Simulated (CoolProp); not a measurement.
The numbers come from the reference Helmholtz-energy equation of state, Lemmon 2006 in CoolProp. It is a short technical equation, of lower accuracy than the large ones.

### Question
For carbon monoxide, give the phase and the cp (kJ/(kg K)), isothermal compressibility (1/MPa), expansivity (1/kK), fugacity coefficient at 138.4 K and 35 MPa.

### Answer
- 138.4 K and 35 MPa: supercritical; cp 1.85, isothermal compressibility 0.00459, expansivity 4.45, fugacity coefficient 0.281
